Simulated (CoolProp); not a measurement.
Vapour-liquid equilibrium of CHF3 (R23) (1) + R11 (2) at -12.25 °C; x and y are mole fractions of (1).

Model: multi-fluid Helmholtz-energy mixture model, Penoncello 2003 and Jacobsen 1992; pair parameters Bell 2016, in CoolProp.

| x | bubble pressure (MPa) | y at the bubble point | dew pressure at overall composition x (MPa) | liquid density (mol/L) |
|---|---|---|---|---|
| 0.05 | 0.2498 | 0.905 | 0.02431 | 11.58 |
| 0.15 | 0.6529 | 0.962 | 0.02719 | 12.02 |
| 0.25 | … | 0.973 | … | 12.47 |
| 0.35 | 1.160 | 0.977 | 0.03562 | 12.93 |
| 0.45 | 1.274 | 0.979 | 0.04213 | 13.40 |
| 0.55 | 1.336 | 0.980 | 0.05156 | … |
| 0.65 | 1.379 | 0.981 | 0.06641 | … |
| 0.75 | … | 0.983 | 0.09328 | 14.81 |
| 0.85 | 1.521 | 0.986 | 0.1567 | … |
| 0.95 | 1.665 | … | 0.4898 | 15.76 |

### Question
Complete the blanks.

### Answer

- 0.25, bubble pressure (MPa): 0.9591
- 0.25, dew pressure at overall composition x (MPa): 0.03084
- 0.55, liquid density (mol/L): 13.87
- 0.65, liquid density (mol/L): 14.34
- 0.75, bubble pressure (MPa): 1.433
- 0.85, liquid density (mol/L): 15.28
- 0.95, y at the bubble point: 0.994

No azeotrope shows between x = 0.05 and 0.95.

The pair parameters rest on a limited set of measurements; away from them the model extrapolates. The gap from Raoult's law changes sign with composition, which may be real or a fault of the pair parameters; it wasn't checked against measurements. With so large a gap from Raoult's law the liquid may split in two, which this calculation doesn't test in full.
